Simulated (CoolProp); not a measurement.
Vapour-liquid equilibrium of nitrogen (1) + carbon monoxide (2) at 74.3 K; x and y are mole fractions of (1).

The numbers come from the multi-fluid Helmholtz-energy mixture model, Span 2000 and Lemmon 2006; pair parameters Gernert 2013 in CoolProp.

```csv
x,"bubble pressure, mixture model (kPa)","bubble pressure, Raoult's law (kPa)","y, mixture model","y, Raoult's law"
0.05,41.88,41.58,0.089,0.084
0.2,47.11,46.00,0.315,0.302
0.35,52.08,50.41,0.492,0.483
0.5,56.70,54.83,0.635,0.634
0.65,60.95,59.25,0.756,0.763
0.8,64.84,63.67,0.863,0.874
0.95,68.43,68.09,0.966,0.971
```

The largest gap from Raoult's law is +3.4 % in bubble pressure, at x = 0.5. No azeotrope shows between x = 0.05 and 0.95.

The pair parameters rest on a limited set of measurements; away from them the model extrapolates.
